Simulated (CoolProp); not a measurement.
200 sccm (0 °C, 1 atm) of nitrogen bubbles through liquid octamethyltrisiloxane (MDM) at 331.1 K and leaves saturated at a total pressure of 0.0433 MPa (ideal gas phase). Each further row changes one setting.

Values from CoolProp's reference Helmholtz-energy equation of state, Thol 2017.

```tsv
case	vapour pressure (kPa)	mole fraction of vapour	delivery (mg/min)	delivery (sccm)	change of delivery for a bath 1 K warmer (%)
as stated	3.29	0.0761	174	16.5	5.5
bath temperature 336.1 K	4.21	0.0972	227	21.5	5.5
total pressure 0.0866 MPa	3.29	0.0380	83.5	7.91	5.3
```
